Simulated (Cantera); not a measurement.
Charge: 1 mol Si2H6, 0.45 mol O3, 10 mol N2, held at 0.133 bar.

Equilibrium computed with Cantera from the NASA thermochemical tables; the gas is ideal and each condensed phase is pure. Candidate condensed phases: H2O, Si, SiO2, Si2N2O, Si3N4; 35 gas species. The feed counts by its element totals alone. N2 is the only nitrogen source here; it is nearly inert below about 1500 K, so the nitride shown seldom forms there in practice. Mutual solubility and eutectic melting of coexisting phases are not modelled. The tables hold silica as quartz up to 1696 K and as liquid above; real silica turns to tridymite and cristobalite and melts near 1996 K. Kinetics and transport are ignored. All values below are at 1350 K.

Base state: N2 0.752, H2 0.248, H2O 6.21e-5 (mole fractions); condensed: SiO2(β-quartz) + Si2N2O(s).

Question: What changes in the equilibrium state with this change: 0.016 mol CH4 added?

Answer: 
```csv
species,before,after
N2,0.752,0.749
H2,0.248,0.249
CO,0,0.00131
H2O,6.21e-5,6.24e-5
"SiO2(β-quartz), mol",0.233,0.222
"Si2N2O(s), mol",0.884,0.889
```
Further candidate phases: C, C6H6, C7H8, C8H18, SiC.
